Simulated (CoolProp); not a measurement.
Cyclopentane at several states: fugacity coefficient from the reference equation and from simpler models built on Tc = 238.6 °C, pc = 4583 kPa, ω = 0.202; each cubic takes its own stable root.

Values from CoolProp's reference Helmholtz-energy equation of state, Gedanitz 2015.

```json
[
 {"T (°C)": "74.75", "p (kPa)": "505", "phase": "liquid", "reference": "?", "van der Waals": "?", "Redlich-Kwong": "0.5799", "Soave-Redlich-Kwong": "0.4133"},
 {"T (°C)": "246.05", "p (kPa)": "26200", "phase": "supercritical", "reference": "?", "van der Waals": "0.3248", "Redlich-Kwong": "0.2632", "Soave-Redlich-Kwong": "?"},
 {"T (°C)": "151.15", "p (kPa)": "262", "phase": "gas", "reference": "0.9633", "van der Waals": "0.9736", "Redlich-Kwong": "0.9671", "Soave-Redlich-Kwong": "?"},
 {"T (°C)": "68.75", "p (kPa)": "26.4", "phase": "gas", "reference": "0.9927", "van der Waals": "0.9956", "Redlich-Kwong": "0.9940", "Soave-Redlich-Kwong": "0.9935"}
]
```

Problem. Fill in the missing entries.

Solution. 
- 74.75, reference: 0.4120
- 74.75, van der Waals: 0.9197
- 246.05, reference: 0.2438
- 246.05, Soave-Redlich-Kwong: 0.2658
- 151.15, Soave-Redlich-Kwong: 0.9654

At some of these states van der Waals gives the other phase, because its saturation line lies elsewhere.
